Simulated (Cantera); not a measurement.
# Transport properties of process gases

Gas mixture: CO : C3H8 = 0.95 : 0.79 (molar parts), at 0.0263 atm, frozen composition.

Cantera's kinetic-theory transport with the Lennard-Jones parameters of GRI-Mech 3.0, ideal gas; thermal conductivity in the mixture-averaged form. The composition is frozen, though it would react at the higher temperatures.

```csv
T (K),ρ (kg/m³),cp (J/kg/K),μ (µPa s),λ (mW/m/K),Pr,D (cm²/s) H2,D (cm²/s) N2,D (cm²/s) C2H2
400,0.0283,1664,15.0,31.3,0.799,37.2,9.64,7.80
650,0.0174,2224,22.0,55.5,0.882,84.7,22.4,18.6
900,0.0126,2630,27.9,78.8,0.930,146,38.9,32.8
1150,0.00985,2903,33.0,101,0.952,219,58.8,49.8
1400,0.00809,3104,37.7,121,0.967,304,81.6,69.4
1650,0.00686,3261,42.1,140,0.978,399,107,91.5
1900,0.00596,3380,46.2,158,0.987,504,136,116
2150,0.00527,3470,50.1,175,0.993,619,167,142
```
D: mixture-averaged diffusion coefficient of that species in the mixture.
